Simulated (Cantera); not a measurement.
A perfectly stirred reactor is fed with H2 : O2 : N2 = 1 : 0.455 : 1.71 (molar parts), equivalence ratio 1.1, at 0.670 bar; it is adiabatic with a 600 K inlet, and is followed from long to short residence time, starting on the burning branch (τ in s: 0.076, 0.038, 0.019, 0.0095, 0.0047, 0.0024, 0.0012, 0.00059, 0.00029, 0.00015, 7.3e-05).

Computed with Cantera and the H2/O2 subset of GRI-Mech 3.0, which has no nitrogen chemistry.

x: mole fraction; the columns are a selection and need not sum to one.

```csv
τ (s),T (K),x H2,x O2,x H,x H2O,x O,x HO2,x H2O2
0.076,2522,0.0439,0.00397,0.00783,0.310,0.00137,1.26e-6,1.19e-7
0.038,2513,0.0445,0.00421,0.00825,0.309,0.00147,1.32e-6,1.21e-7
0.019,2497,0.0454,0.00467,0.00907,0.306,0.00166,…,1.24e-7
0.0095,2467,0.0471,0.00549,0.0106,0.303,0.00202,…,1.29e-7
0.0047,2417,0.0496,0.00686,0.0133,0.296,0.00269,…,1.37e-7
0.0024,2345,0.0529,0.00876,0.0176,0.288,0.00373,…,1.53e-7
0.0012,2245,0.0566,0.0113,0.0242,0.278,0.00526,…,1.88e-7
0.00059,2121,0.0601,0.0144,0.0333,0.266,0.00724,…,2.62e-7
0.00029,1980,0.0628,0.0178,0.0447,0.253,0.00942,…,4.16e-7
0.00015,1840,0.0646,0.0214,0.0568,0.242,0.0113,…,7.04e-7
7.3e-5,1681,0.0670,0.0262,0.0707,0.230,0.0128,…,1.32e-6
```

Q: Fill in the missing entries.

A: 
- 0.019, x HO2: 1.43e-6
- 0.0095, x HO2: 1.62e-6
- 0.0047, x HO2: 1.93e-6
- 0.0024, x HO2: 2.41e-6
- 0.0012, x HO2: 3.21e-6
- 0.00059, x HO2: 4.51e-6
- 0.00029, x HO2: 6.43e-6
- 0.00015, x HO2: 8.93e-6
- 7.3e-5, x HO2: 1.29e-5
